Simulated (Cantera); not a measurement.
An isothermal, constant-pressure homogeneous reactor starts with CH4 : CO2 : H2 = 1 : 0.87 : 0.37 (molar parts), at 1200 K and 1000000 Pa. Integrator tolerance rtol = 1e-08.

Cantera simulation using GRI-Mech 3.0 (53 species, 325 reactions); the numbers are that mechanism's predictions, not measurements.

What does this change do: temperature 1200 to 1348 K?


| quantity | before | after |
|---|---|---|
| x(CH4) at 200 s | 0.394 (gas-phase equilibrium 0.0738) | 0.266 (gas-phase equilibrium 0.0402) |
| x(CO2) at 200 s | 0.239 (gas-phase equilibrium 0.0152) | 0.112 (gas-phase equilibrium 0.00214) |
| x(H2) at 200 s | 0.0648 (gas-phase equilibrium 0.470) | 0.182 (gas-phase equilibrium 0.519) |
| x(CH2) at 200 s | <1e-12 (gas-phase equilibrium <1e-12) | 1.13e-11 (gas-phase equilibrium <1e-12) |
| x(CH3) at 200 s | 1.78e-6 (gas-phase equilibrium 1.29e-7) | 9.09e-6 (gas-phase equilibrium 8.15e-7) |

What does this change do: pressure from 1000000 Pa to 100000 Pa?


```csv
quantity,before,after
x(CH4) at 200 s,0.394 (gas-phase equilibrium 0.0738),0.406 (gas-phase equilibrium 0.0339)
x(CO2) at 200 s,0.239 (gas-phase equilibrium 0.0152),0.308 (gas-phase equilibrium 0.000456)
x(H2) at 200 s,0.0648 (gas-phase equilibrium 0.470),0.127 (gas-phase equilibrium 0.528)
x(CH2) at 200 s,<1e-12 (gas-phase equilibrium <1e-12),<1e-12 (gas-phase equilibrium <1e-12)
x(CH3) at 200 s,1.78e-6 (gas-phase equilibrium 1.29e-7),2.28e-6 (gas-phase equilibrium 1.77e-7)
```

What does this change do: temperature 1200 to 2125 K?


```
quantity                                          before                                      after
---------------  ---------------------------------------  -----------------------------------------
x(CH4) at 200 s     0.394 (gas-phase equilibrium 0.0738)    0.00368 (gas-phase equilibrium 0.00368)
x(CO2) at 200 s     0.239 (gas-phase equilibrium 0.0152)    6.69e-6 (gas-phase equilibrium 6.80e-6)
x(H2) at 200 s      0.0648 (gas-phase equilibrium 0.470)        0.556 (gas-phase equilibrium 0.556)
x(CH2) at 200 s    <1e-12 (gas-phase equilibrium <1e-12)    2.37e-7 (gas-phase equilibrium 2.37e-7)
x(CH3) at 200 s  1.78e-6 (gas-phase equilibrium 1.29e-7)  0.000110 (gas-phase equilibrium 0.000110)
```
